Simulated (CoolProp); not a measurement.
The numbers come from the reference Helmholtz-energy equation of state, Colonna 2008 in CoolProp. It is a short technical equation, of lower accuracy than the large ones.

Task: For dodecamethylcyclohexasiloxane (D6), give the phase and the cp (kJ/(kg K)), speed of sound (m/s), expansivity (1/kK) at 87.55 °C and 1.01 bar; 125.15 °C and 1.01 bar.

Result: 
- 87.55 °C and 1.01 bar: liquid; cp 1.69, speed of sound 568, expansivity 1.24
- 125.15 °C and 1.01 bar: liquid; cp 1.77, speed of sound 510, expansivity 1.34
